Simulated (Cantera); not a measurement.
Input (Python, Cantera) and output of one run.

```python
import numpy as np
import cantera as ct

gas_names = """
    CL CL2 H HCL H2 Si SiCL SiCL2 SiCL3 SiCL4 SiH SiHCL3 SiH2 SiH2CL2 SiH3 SiH3CL SiH4 Si2 Si3
""".split()
cond_names = """
    Si(cr) Si(L)
""".split()


def load(file, names, dense=False):
    # The tables refer to 1 bar. Condensed volumes are neglected.
    table = {s.name: s for s in ct.Species.list_from_file(file)}
    out = []
    for n in names:
        d = dict(table[n].input_data)
        d["thermo"] = dict(d["thermo"], **{"reference-pressure": 1e5})
        if dense:
            d["equation-of-state"] = {"model": "constant-volume", "density": "1e6 g/cm^3"}
        out.append(ct.Species.from_dict(d))
    return out


gas = ct.Solution(thermo="ideal-gas", species=load("nasa_gas.yaml", gas_names))
cond = {s.name: ct.Solution(thermo="fixed-stoichiometry", species=[s], name=s.name)
        for s in load("nasa_condensed.yaml", cond_names, dense=True)}
atoms = {
    'Si': {'Si': 1},
    'Cl2': {'CL': 2},
    'H2': {'H': 2},
}
top_T = {}  # K; cautious upper limits of use, not melting points


def equilibrate(T, P, feed):
    n = {}
    for name, mol in feed.items():
        for a, k in atoms[name].items():
            n[a] = n.get(a, 0.0) + k * mol
    gas.TPX = T, P, n
    mass = sum(n.values()) * gas.mean_molecular_weight
    gas.equilibrate("TP")
    valid = [c for c in cond.values() if c.min_temp <= T <= top_T.get(c.name, c.max_temp)]
    mix = ct.Mixture([(gas, mass / gas.mean_molecular_weight)] + [(c, 0.0) for c in valid])
    mix.T, mix.P = T, P
    mix.equilibrate("TP", solver="vcs", rtol=1e-11, max_steps=5000)
    return mix


results = []
feed = {'Si': 1, 'Cl2': 1.3, 'H2': 15}  # mol
T = 623.15  # K
P = 101325  # Pa
mix = equilibrate(T, P, feed)
results.append((T, P, feed, dict(zip(mix.species_names, mix.species_moles))))
print(gas.report(threshold=0.0001))
for i in range(1, mix.n_phases):
    print(f"{mix.phase(i).name:16s} {mix.phase_moles(i):12.5e} mol")
```

It prints:

```
       temperature   623.15 K
          pressure   1.0132e+05 Pa
           density   0.18038 kg/m^3
  mean mol. weight   9.2237 kg/kmol
   phase of matter   gas

                          1 kg             1 kmol
                     ---------------   ---------------
          enthalpy       -1.8631e+06       -1.7185e+07  J
   internal energy       -2.4248e+06       -2.2366e+07  J
           entropy             17934        1.6542e+05  J/K
    Gibbs function       -1.3039e+07       -1.2027e+08  J
 heat capacity c_p            3530.2             32562  J/K
 heat capacity c_v            2628.8             24247  J/K

                      mass frac. Y      mole frac. X     chem. pot. / RT
                     ---------------   ---------------   ---------------
                H2           0.20803            0.9518            -16.51
             SiCL4           0.44043          0.023913           -173.92
            SiHCL3            0.3382          0.023031           -139.41
           SiH2CL2          0.013065         0.0011932           -104.89
     [  +15 minor]        0.00027325        5.8484e-05

Si(cr)            2.51214e-01 mol
```

Cantera equilibrium calculation (NASA polynomials, part measured and part estimated; ideal gas, pure solids and liquids).
